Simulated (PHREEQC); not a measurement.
1 g of hydrous ferric oxide (600 m²/g; 0.2 weak and 0.005 strong sites per Fe, Dzombak-Morel constants, diffuse double layer) in 1 kg of water with 0.1 mol/kgw of an inert sodium salt and 3.1e-06 mol/kgw NiCl2 and 1.1e-05 mol/kgw Na2HAsO4, at 25 °C; the pH is set by adding NaOH or the inert anion's acid. Oxygen alone is held at its pressure in air (log pO2 = -0.68). The system is closed to CO2. Nothing may precipitate in this run.

The series has 13 steps of pH, from 3 to 11.

The numbers come from PHREEQC with the ion-association model, wateq4f.dat.

### Question
Near which pH is half of the Ni sorbed, and on which side is more sorbed?

### Answer
Near pH 6.0, with more sorbed at higher pH.

Complexes and solids missing from the database can't appear. The database has no arsenate complexes of Ni. The oxide is taken as insoluble; below pH 4 it would dissolve.
